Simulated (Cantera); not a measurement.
Input: 1 mol Pb, 1.7 mol NH3, 8.4 mol N2, at 10.0 Torr.

Cantera equilibrium calculation (NASA polynomials, part measured and part estimated; ideal gas, pure solids and liquids). Candidate condensed phases: Pb; 11 gas species. Rates play no part.

Which condensed phases are stable at each of these points (T (°C)): 600, 700, 800, 900, 1000, 1100, 1200, 1300?


| T (°C) | condensed phases | Pb condensed (%) |
|---|---|---|
| 600 | Pb(l) | 99.9 |
| 700 | Pb(l) | 99.2 |
| 800 | Pb(l) | 93.5 |
| 900 | Pb(l) | 61.4 |
| 1000 | gas only | 0.0 |
| 1100 | gas only | 0.0 |
| 1200 | gas only | 0.0 |
| 1300 | gas only | 0.0 |

From 600 °C to 900 °C the condensed part is Pb(l). From 1000 °C to 1300 °C nothing is condensed.
